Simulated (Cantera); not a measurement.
## c-C4F8 (fluorocarbon and chlorocarbon gases)

A closed system holds: 1 mol c-C4F8, held at 0.170 bar.

Cantera equilibrium calculation (NASA polynomials, part measured and part estimated; ideal gas, pure solids and liquids). Candidate condensed phases: C; 13 gas species. The feed counts by its element totals alone. The tables' values for C2F4 are old estimates; treat these amounts as uncertain. Condensed phases not in the tables: fluorocarbon polymer. Gases not in the tables: C2F6 and larger saturated fluorocarbons. Rates play no part.

| T (K) | log p CF4 | log p CF2 | log p F | log p CF | log p CF3 | n C(graphite) |
|---|---|---|---|---|---|---|
| 798 | -0.77 | <-12 | <-12 | <-12 | -12.07 | 2.00 |
| 998 | -0.77 | -9.68 | -11.44 | <-12 | -9.07 | 2.00 |
| 1198 | -0.77 | -7.22 | -8.67 | <-12 | -7.08 | 2.00 |
| 1398 | -0.77 | -5.46 | -6.70 | -10.91 | -5.66 | 2.00 |
| 1598 | -0.77 | -4.16 | -5.22 | -8.65 | -4.60 | 2.00 |
| 1798 | -0.77 | -3.15 | -4.07 | -6.89 | -3.78 | 2.00 |
| 1998 | -0.78 | -2.35 | -3.15 | -5.49 | -3.13 | 1.97 |
| 2198 | -0.84 | -1.73 | -2.41 | -4.36 | -2.64 | 1.88 |
| 2398 | -1.01 | -1.27 | -1.83 | -3.45 | -2.33 | 1.63 |
| 2598 | -1.47 | -1.05 | -1.41 | -2.77 | -2.29 | 1.19 |
| 2798 | -2.28 | -1.06 | -1.15 | -2.29 | -2.58 | 1.12 |
log p: log10 of the partial pressure in bar; n: condensed amount in mol.

From 798 K to 2798 K the condensed part is C(graphite). The main C-bearing gas is CF4 at 798 K and CF2 at 2798 K.
